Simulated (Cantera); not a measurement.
Input: 1 mol Si3N4, 1.8 mol N2, held at 2798.15 K and 42.0 Pa.

Equilibrium computed with Cantera from the NASA thermochemical tables; the gas is ideal and each condensed phase is pure. Candidate condensed phases: Si, Si3N4; 7 gas species. The tables' values for SiN are old estimates; treat these amounts as uncertain. Rates play no part.

Base state: N2 0.559, Si 0.441, SiN 0.000456, N 0.000126, Si2 9.25e-5 (mole fractions); condensed: gas only.

Question: What changes in the equilibrium state with this change: temperature from 2798.15 K to 2125 K?

Answer: 
| species | before | after |
|---|---|---|
| N2 | 0.559 | 0.577 |
| Si | 0.441 | 0.413 |
| Si2 | 9.25e-5 | 0.00568 |
| Si3 | 7.68e-8 | 0.00115 |
| Si2N | 1.79e-6 | 0.00149 |
| Si(l), mol | 0 | 0.160 |

Question: What changes in the equilibrium state with this change: temperature from 2798.15 K to 2325 K?

Answer: 
| species | before | after |
|---|---|---|
| N2 | 0.559 | 0.560 |
| Si | 0.441 | 0.438 |
| Si2 | 9.25e-5 | 0.00140 |
| Si3 | 7.68e-8 | 4.11e-5 |
| Si2N | 1.79e-6 | 0.000143 |
| N | 0.000126 | 1.87e-6 |
| SiN | 0.000456 | 0.000899 |
